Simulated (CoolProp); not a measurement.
Computed with CoolProp (reference Helmholtz-energy equation of state, Zhou 2012).

**Question.** Give the vapour pressure (bar), enthalpy of vaporisation (kJ/kg), liquid cp (kJ/(kg K)), surface tension (mN/m) of saturated o-xylene at 493.9, 567.5, 604.3 K.

**Answer.** 
```tsv
T (K)	p (bar)	enthalpy of vaporisation (kJ/kg)	liquid cp (kJ/(kg K))	surface tension (mN/m)
493.9	5.37	289	2.48	9.90
567.5	17.0	211	2.95	3.82
604.3	27.4	142	3.81	1.29
```

Surface tension comes from a separate correlation (Mulero 2014).
